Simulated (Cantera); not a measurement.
Source: NASA polynomial tables (part measured, part estimated), evaluated in Cantera. Values are per mole of reaction as written; species without (g) are pure solids or liquids, kept so even where they would boil at 1 bar.

Question: Between 873 and 998 K, where is each reaction favourable under standard conditions?
- TiCl4(g) ⇌ Cl(g) + TiCl3

Answer: 
- TiCl4(g) ⇌ Cl(g) + TiCl3: ΔG° is 199 kJ at 873 K and 202 kJ at 998 K; it stays positive (K < 1). ΔH° is 177 kJ and ΔS° -24 J/K at 998 K.
